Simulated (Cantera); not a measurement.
Charge: 1 mol B, 13 mol H₂, held at 2348.15 K and 280 Pa.

These are equilibrium values from Cantera (NASA tables, ideal gas, pure condensed phases), not measurements of a reactor. Candidate condensed phases: B; 7 gas species. The tables' values for BH₂ are old estimates; treat these amounts as uncertain. Kinetics and transport are ignored.

Base state: H₂ 0.784, H 0.207, B 0.00654, BH₂ 0.00200, BH 0.000236 (mole fractions); condensed: B(s).

Question: What changes in the equilibrium state with this change: B replaced by borazine?

Answer: 
```tsv
species	before	after
H₂	0.784	0.717
H	0.207	0.198
N₂	0	0.0766
B	0.00654	0.00654
BN	0	4.82e-5
BH₂	0.00200	0.00183
BH	0.000236	0.000225
B(s), mol	0.872	2.83
```
The feed counts by its element totals alone. Further candidate phases: BN.

Question: What changes in the equilibrium state with this change: temperature from 2348.15 K to 2423 K?

Answer: 
```tsv
species	before	after
H₂	0.784	0.702
H	0.207	0.281
B	0.00654	0.0144
BH	0.000236	0.000406
BH₂	0.00200	0.00223
B(s), mol	0.872	0
B(l), mol	0	0.737
```
